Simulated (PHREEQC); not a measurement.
Make-up at 65 °C: 39 mmol/kgw BaCl2 and 43 mmol/kgw CdBr2. Closed to the air; pH follows from the charge balance.

Equilibrium calculation in PHREEQC: ion-association model, phreeqc.dat.

Precipitation was switched off in this run.

Order these Cd species by the share of Cd that they hold, largest first: CdBr2, CdCl+, CdBr+, CdCl2, Cd+2.

CdBr+ (38 %), CdCl+ (32 %), Cd+2 (17 %), CdBr2 (7.5 %), CdCl2 (4.6 %)

Order these Cl species by the share of Cl that they hold, largest first: CdCl+, CdCl3-, Cl-, CdCl2.

Cl- (77 %), CdCl+ (18 %), CdCl2 (5.0 %), CdCl3- (0.49 %)

The pH is 5.50 and the ionic strength 0.170 mol/kgw. Away from 25 °C the constants follow the database's enthalpies or fits; those with neither stay at their 25 °C values.
